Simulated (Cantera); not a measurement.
Charge: 1 mol Nb2O5, 1.1 mol H2, equilibrated at 10000 Pa.

Equilibrium computed with Cantera from the NASA thermochemical tables; the gas is ideal and each condensed phase is pure. Candidate condensed phases: H2O, Nb, NbO, NbO2, Nb2O5; 12 gas species. Mutual solubility and eutectic melting of coexisting phases are not modelled. Condensed phases not in the tables: the oxides between NbO2 and Nb2O5. Rates play no part.

x: gas mole fraction; n: condensed amount in mol.

```tsv
T (°C)	x H2	x H2O	x H	x OH	n NbO2(s)	n Nb2O5(s)	n Nb2O5(l)
675	0.996	0.00356	1.66e-9	<1e-12	0.00782	0.996	0
775	0.992	0.00766	2.43e-8	<1e-12	0.0168	0.992	0
875	0.985	0.0151	2.25e-7	2.06e-11	0.0333	0.983	0
975	0.972	0.0277	1.46e-6	4.24e-10	0.0610	0.969	0
1075	0.954	0.0462	7.15e-6	5.57e-9	0.102	0.949	0
1175	0.929	0.0709	2.81e-5	5.10e-8	0.156	0.922	0
1275	0.898	0.102	9.23e-5	3.50e-7	0.224	0.888	0
1375	0.861	(withheld)	(withheld)	(withheld)	(withheld)	0.848	0
1475	0.820	0.179	(withheld)	(withheld)	0.395	0.803	0
1575	0.815	0.184	0.00151	2.51e-5	0.404	0	0.798
1675	0.831	0.165	0.00326	5.87e-5	0.365	0	0.818
1775	0.845	0.148	0.00651	0.000124	0.326	0	0.837
```

Q: Complete the blanks.

A: 
- 1475, x H: 0.000654
- 1475, x OH: 8.34e-6
- 1375, x H2O: 0.138
- 1375, x H: 0.000261
- 1375, x OH: 1.89e-6
- 1375, n NbO2(s): 0.304
